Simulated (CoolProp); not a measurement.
Vapour-liquid equilibrium of R125 (1) + R143a (2) at -37.15 °C; x and y are mole fractions of (1).

Model: multi-fluid Helmholtz-energy mixture model, Lemmon 2005 and Lemmon and Jacobsen 2000; pair parameters Lemmon 2004, in CoolProp.

```json
[
 {"x": "0.05", "bubble pressure (MPa)": "0.1590", "y at the bubble point": "0.047", "dew pressure at overall composition x (MPa)": "0.1590", "liquid density (mol/L)": "13.48"},
 {"x": "0.125", "bubble pressure (MPa)": "0.1582", "y at the bubble point": "0.119", "dew pressure at overall composition x (MPa)": "0.1581", "liquid density (mol/L)": "13.38"},
 {"x": "0.2", "bubble pressure (MPa)": "0.1576", "y at the bubble point": "0.194", "dew pressure at overall composition x (MPa)": "0.1576", "liquid density (mol/L)": "13.28"},
 {"x": "0.275", "bubble pressure (MPa)": "0.1573", "y at the bubble point": "0.272", "dew pressure at overall composition x (MPa)": "0.1573", "liquid density (mol/L)": "13.19"},
 {"x": "0.35", "bubble pressure (MPa)": "0.1572", "y at the bubble point": "0.351", "dew pressure at overall composition x (MPa)": "0.1572", "liquid density (mol/L)": "13.09"},
 {"x": "0.425", "bubble pressure (MPa)": "0.1574", "y at the bubble point": "0.431", "dew pressure at overall composition x (MPa)": "0.1574", "liquid density (mol/L)": "13.00"},
 {"x": "0.5", "bubble pressure (MPa)": "0.1579", "y at the bubble point": "0.512", "dew pressure at overall composition x (MPa)": "0.1578", "liquid density (mol/L)": "12.90"},
 {"x": "0.575", "bubble pressure (MPa)": "0.1587", "y at the bubble point": "0.592", "dew pressure at overall composition x (MPa)": "0.1585", "liquid density (mol/L)": "12.81"},
 {"x": "0.65", "bubble pressure (MPa)": "0.1598", "y at the bubble point": "0.670", "dew pressure at overall composition x (MPa)": "0.1595", "liquid density (mol/L)": "12.71"},
 {"x": "0.725", "bubble pressure (MPa)": "0.1612", "y at the bubble point": "0.747", "dew pressure at overall composition x (MPa)": "0.1608", "liquid density (mol/L)": "12.62"},
 {"x": "0.8", "bubble pressure (MPa)": "0.1628", "y at the bubble point": "0.821", "dew pressure at overall composition x (MPa)": "0.1623", "liquid density (mol/L)": "12.52"},
 {"x": "0.875", "bubble pressure (MPa)": "0.1647", "y at the bubble point": "0.891", "dew pressure at overall composition x (MPa)": "0.1642", "liquid density (mol/L)": "12.43"},
 {"x": "0.95", "bubble pressure (MPa)": "0.1668", "y at the bubble point": "0.958", "dew pressure at overall composition x (MPa)": "0.1666", "liquid density (mol/L)": "12.34"}
]
```

y crosses x between x = 0.275 and 0.35: the model has an azeotrope there.

Pair parameters are fitted to limited data, so mixtures are less certain than the pure fluids.
